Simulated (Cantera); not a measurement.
**Ammonia decomposition in nitride growth gas**

An isothermal, constant-pressure homogeneous reactor starts with NH3 : N2 = 1 : 0.31 (molar parts), at 2300 K and 0.420 bar.

Detailed kinetics in Cantera: the gas-phase N/H chemistry of the illustrative SiF4/NH3 mechanism in the Surface Chemkin manual (1991). Walls and surfaces, which speed up NH3 decomposition in real reactors, are not modelled.

```csv
t (s),x NH3,x NH,x N,x N2,x N2H4,x H2,x N2H2
2.00e-6,0.763,1.04e-7,6.33e-11,0.237,1.17e-9,0.000111,1.69e-8
1.75e-5,0.761,1.21e-5,3.90e-8,0.236,8.87e-8,0.00108,2.72e-6
0.000154,0.734,5.99e-5,8.36e-7,0.239,5.19e-7,0.0215,2.22e-5
0.00135,0.544,8.08e-5,4.43e-6,0.268,2.33e-7,0.184,1.35e-5
0.0118,0.0765,5.06e-5,7.13e-6,0.339,1.40e-8,0.582,1.25e-6
0.104,2.07e-5,5.07e-7,4.41e-7,0.349,<1e-12,0.639,1.48e-11
0.910,2.06e-6,5.07e-8,4.41e-8,0.349,<1e-12,0.639,1.50e-12
7.98,1.66e-6,4.07e-8,3.54e-8,0.349,<1e-12,0.639,1.45e-12
70.0,1.66e-6,4.07e-8,3.54e-8,0.349,<1e-12,0.639,1.45e-12
```
x: mole fraction; the columns are a selection and need not sum to one.

Equilibrium at this temperature and pressure: NH3 1.66e-6, NH 4.07e-8, N 3.54e-8, N2 0.349, N2H4 <1e-12, H2 0.639, N2H2 1.45e-12 (gas phase only).
